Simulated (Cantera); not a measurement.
A closed system holds: 1 mol SiCl4, 36 mol H2, held at 21.0 mbar.

Cantera equilibrium calculation (NASA polynomials, part measured and part estimated; ideal gas, pure solids and liquids). Candidate condensed phases: Si; 19 gas species. The tables' values for SiCl3 are old estimates; treat these amounts as uncertain. Rates play no part.

Problem. At 752 °C, list the 4 most abundant gas species with their mole fractions, and the condensed phases.

Solution. H2 0.953, HCl 0.0240, SiCl4 0.0156, SiHCl3 0.00533. Condensed: Si(s).
